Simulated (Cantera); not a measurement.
A Cantera script and what it prints.

```python
import numpy as np
import cantera as ct

gas_names = """
    CL CLO CL2 H HCL HOCL HO2 H2 H2O H2O2 O OH O2 O3 Ti TiCL TiCL2 TiCL3 TiCL4 TiO TiOCL TiOCL2 TiO2
""".split()
cond_names = """
    H2O(s) H2O(L) Ti(a) Ti(b) Ti(L) TiCL2(s) TiCL3(s) TiCL4(L) TiO(a) TiO(b) TiO(L) TiO2(ru) TiO2(L)
    Ti2O3(a) Ti2O3(b) Ti2O3(L) Ti3O5(a) Ti3O5(b) Ti3O5(L) Ti4O7(s) Ti4O7(L)
""".split()


# ... load() reads the species with a 1 bar reference pressure and builds the phases ...
atoms = {
    'TiCl4': {'Ti': 1, 'CL': 4},
    'H2O': {'H': 2, 'O': 1},
}
top_T = {'TiCL2(s)': 1300, 'TiCL3(s)': 1000}  # K; cautious upper limits of use, not melting points


# ... equilibrate(T, P, feed) seeds the gas with the atoms and calls Mixture.equilibrate('TP', solver="vcs", rtol=1e-11, max_steps=5000) ...
results = []
T = 2000  # K
P = 330  # Pa
for m in [1.3, 1.7, 2.2, 2.9, 3.8, 4.9, 6.5, 8.5, 11, 15, 19]:
    feed = {'TiCl4': 1, 'H2O': m}  # mol
    mix = equilibrate(T, P, feed)
    results.append((T, P, feed, dict(zip(mix.species_names, mix.species_moles))))

top = {s: max(r[3][s] / sum(r[3][g] for g in gas_names) for r in results) for s in gas_names}
cols = sorted((s for s in top if top[s] > 1e-06), key=lambda s: -top[s])[:7]
seen = [c for c in cond_names if any(r[3].get(c, 0) > 1e-12 for r in results)]
print("log10 of partial pressures in bar; condensed amounts in mol")
print(f"{'n(H2O)':>10s}" + "".join(f"{s[:9]:>10s}" for s in cols + seen))
for T, P, feed, n in results:
    ng = sum(n[g] for g in gas_names)
    print(f"{feed['H2O']:10.4g}" + "".join(f"{np.log10(max(n[s] / ng * P / 1e5, 1e-99)):10.3f}" for s in cols)
          + "".join(f"{n.get(c, 0):10.4g}" for c in seen))
```

Result:

```
log10 of partial pressures in bar; condensed amounts in mol
    n(H2O)       HCL       H2O        CL     TiCL3        H2        OH        O2  TiO2(ru)  Ti4O7(L)
       1.3    -2.620    -5.940    -3.210    -3.710    -4.654    -7.403    -9.652         0    0.1823
       1.7    -2.569    -5.249    -3.291    -4.698    -4.388    -6.844    -8.801         0    0.2406
       2.2    -2.567    -3.830    -3.547    -7.161    -3.873    -5.683    -6.994    0.9991         0
       2.9    -2.633    -3.246    -3.599    -8.544    -3.902    -5.084    -5.767    0.9996         0
       3.8    -2.706    -3.019    -3.662    -9.227    -3.923    -4.847    -5.273    0.9996         0
       4.9    -2.781    -2.888    -3.731    -9.718    -3.934    -4.711    -4.989    0.9995         0
       6.5    -2.871    -2.789    -3.819   -10.189    -3.938    -4.609    -4.782    0.9994         0
       8.5    -2.962    -2.722    -3.910   -10.596    -3.938    -4.542    -4.648    0.9993         0
        11    -3.054    -2.674    -4.003   -10.967    -3.935    -4.495    -4.556    0.9991         0
        15    -3.170    -2.631    -4.121   -11.398    -3.932    -4.454    -4.478    0.9988         0
        19    -3.261    -2.606    -4.213   -11.720    -3.929    -4.431    -4.435    0.9986         0
```

Method: chemical equilibrium by Gibbs-energy minimisation in Cantera with the NASA 1993 tables (ideal gas, pure condensed phases). The tables' values for TiCl2, TiOCl are old estimates; treat these amounts as uncertain. Condensed phases not in the tables: Magnéli phases beyond Ti4O7.
